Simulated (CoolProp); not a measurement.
Model: reference Helmholtz-energy equation of state, de Reuck 1990, in CoolProp.

Task: For fluorine, give the phase and the cp (kJ/(kg K)), cv (kJ/(kg K)) at -37.25 °C and 0.0201 MPa; -37.25 °C and 0.446 MPa; -37.25 °C and 0.694 MPa.

Result: 
- -37.25 °C and 0.0201 MPa: gas; cp 0.795, cv 0.576
- -37.25 °C and 0.446 MPa: gas; cp 0.803, cv 0.578
- -37.25 °C and 0.694 MPa: gas; cp 0.808, cv 0.579
